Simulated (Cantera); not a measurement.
Feed: 1 mol Si, 0.88 mol NF3, 3.6 mol N2, equilibrated at 0.320 bar.

Cantera equilibrium calculation (NASA polynomials, part measured and part estimated; ideal gas, pure solids and liquids). Candidate condensed phases: Si, Si3N4; 16 gas species. The tables' values for SiF3 are old estimates; treat these amounts as uncertain. Equilibrium is a limit: real reactors are often held back by kinetics, nucleation or transport. All values below are at 900 °C.

Base state: N2 0.852, SiF4 0.147, SiF3 0.000106 (mole fractions); condensed: Si3N4(s).

Question: What changes in the equilibrium state with this change: NF3 from 0.88 to 3 mol?

Answer: 
```tsv
species	before	after
N2	0.852	0.515
F	<1e-9	0.262
F2	<1e-9	0.121
SiF4	0.147	0.101
NF3	<1e-9	0.000406
SiF3	0.000106	<1e-9
Si3N4(s), mol	0.113	0
```
